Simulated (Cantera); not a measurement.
Feed: 1 mol SiO₂, 0.73 mol CH₄, 0.7 mol H₂, held at 33.0 Pa.

Equilibrium computed with Cantera from the NASA thermochemical tables; the gas is ideal and each condensed phase is pure. Candidate condensed phases: C, C₆H₆, C₇H₈, C₈H₁₈, H₂O, Si, SiC, SiO₂; 123 gas species. The tables hold silica as quartz up to 1696 K and as liquid above; real silica turns to tridymite and cristobalite and melts near 1996 K. Kinetics and transport are ignored.

Task: At 1500 °C, list the 7 most abundant gas species with their mole fractions, and the condensed phases.

Result: H₂ 0.570, SiO 0.210, CO 0.197, H 0.0118, H₂O 0.0106, CO₂ 0.000986, OH 1.36e-5. Condensed: SiO₂(condensed).
